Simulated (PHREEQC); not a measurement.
Ultrapure water in contact with air or piping: an equilibrium model

Model water analysis in mmol/kgw, 25 °C, pH 6.94, pe 11.6:

```
constituent           mmol/kgw
--------------------  --------
Na                      0.0018
K                     0.000456
Ca                      0.0025
Mg                    0.000473
Cl                     0.00103
S(6)                  0.000724
Alkalinity (meq/kgw)   0.00607
Pb                     9.1e-05
N(5)                  1.13e-05
Zn                    1.13e-06
```

Valence states are taken as typed.

All values are PHREEQC results (ion-association model, phreeqc.dat), not measurements.

No solid was allowed to form.

Task: Predict the charge-balance error.

Result: charge-balance error -1.0 %.

Task: In which forms is C present?

Result: HCO3- 79 %, CO2 20 % of the C.

Species that the database lacks are ignored.
